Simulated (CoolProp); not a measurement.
The fluid at 298.15 K and 0.611 MPa is compressed adiabatically to 4.67 MPa with isentropic efficiency 0.6. The same conditions are run with several fluids, on thermodynamics alone (safety and materials aside).

Model: reference Helmholtz-energy equation of state of each fluid (ammonia: Gao 2020; R13: Platzer 1990; R410A: Lemmon 2003), in CoolProp. The equations of Platzer and Polt are older, rougher fits. Blends and air are pseudo-pure fits.

```tsv
fluid	work (kJ/kg)	final temperature (K)	final phase	final density (kg/m³)
ammonia	577	…	gas	…
R13	82.5	…	…	…
R410A	…	445.3	gas	106
```

**Question.** Complete the blanks.

**Answer.** 
- ammonia, final temperature (K): 552.4
- ammonia, final density (kg/m³): 18.2
- R13, final temperature (K): 431.3
- R13, final phase: supercritical
- R13, final density (kg/m³): 153
- R410A, work (kJ/kg): 117
